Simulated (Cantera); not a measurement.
Input: 1 mol AlBr₃, 1.9 mol NH₃, 1.8 mol N₂, 1.2 mol H₂O, at 2.70 mbar.

Cantera equilibrium calculation (NASA polynomials, part measured and part estimated; ideal gas, pure solids and liquids). Candidate condensed phases: Al, AlBr₃, AlN, Al₂O₃, Br₂, H₂O; 41 gas species. The tables' values for AlOH are old estimates; treat these amounts as uncertain. Rates play no part.

Problem. At 1975 K, list the 5 most abundant gas species with their mole fractions, and the condensed phases.

Solution. H₂ 0.360, N₂ 0.299, Br 0.160, HBr 0.143, AlBr 0.0219. Condensed: Al₂O₃(s).
